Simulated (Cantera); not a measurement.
Feed: 1 mol FeCl3, 2.7 mol H2, held at 0.133 bar.

Equilibrium computed with Cantera from the NASA thermochemical tables; the gas is ideal and each condensed phase is pure. Candidate condensed phases: Fe, FeCl2, FeCl3; 11 gas species. Rates play no part. All values below are at 452 °C.

Base state: H2 0.687, HCl 0.312, FeCl2 3.62e-5 (mole fractions); condensed: FeCl2(s).

### Question
What changes in the equilibrium state with this change: FeCl3 replaced by CaF2?

### Answer
```tsv
species	before	after
H2	0.687	1.00
HCl	0.312	0
FeCl2	3.62e-5	0
FeCl2(s), mol	1.000	0
CaF2(s), mol	0	1.00
```
Further candidate phases: Ca, CaF2.
